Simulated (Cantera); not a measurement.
Input: 1 mol Si2H6, a varied amount of N2O, held at 775 K and 0.0460 bar.

Equilibrium computed with Cantera from the NASA thermochemical tables; the gas is ideal and each condensed phase is pure. Candidate condensed phases: H2O, Si, SiO2, Si2N2O, Si3N4; 35 gas species. The feed counts by its element totals alone. Rates play no part.

At 9.3 mol N2O, list the 3 most abundant gas species with their mole fractions, and the condensed phases.

N2 0.691, H2O 0.223, O2 0.0855. Condensed: SiO2(α-quartz).
